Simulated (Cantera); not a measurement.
An adiabatic, constant-pressure homogeneous reactor starts with CO : H₂ : CH₄ : O₂ : N₂ = 1 : 0.048 : 0.037 : 0.657 : 2.47 (molar parts), equivalence ratio 0.91, at 1823 K and 0.306 atm. Integrator tolerance rtol = 1e-08.

Cantera simulation using GRI-Mech 3.0 (53 species, 325 reactions); the numbers are that mechanism's predictions, not measurements.

What does this change do: 0.16 parts CO2 added?


```
quantity                                                            before                                    after
---------------------------------  ---------------------------------------  ---------------------------------------
time of steepest temperature rise                                  64.9 µs                                  67.8 µs
temperature at 1.00 s                                               2733 K                                   2689 K
equilibrium temperature                                             2733 K                                   2689 K
x(CO) at 1.00 s                        0.120 (gas-phase equilibrium 0.120)      0.118 (gas-phase equilibrium 0.118)
x(H₂) at 1.00 s                    0.00242 (gas-phase equilibrium 0.00242)  0.00205 (gas-phase equilibrium 0.00205)
x(CH₄) at 1.00 s                     <1e-12 (gas-phase equilibrium <1e-12)    <1e-12 (gas-phase equilibrium <1e-12)
x(H₂O₂) at 1.00 s                  2.87e-8 (gas-phase equilibrium 2.87e-8)  2.72e-8 (gas-phase equilibrium 2.72e-8)
x(NO) at 1.00 s                      0.0155 (gas-phase equilibrium 0.0155)    0.0143 (gas-phase equilibrium 0.0143)
```
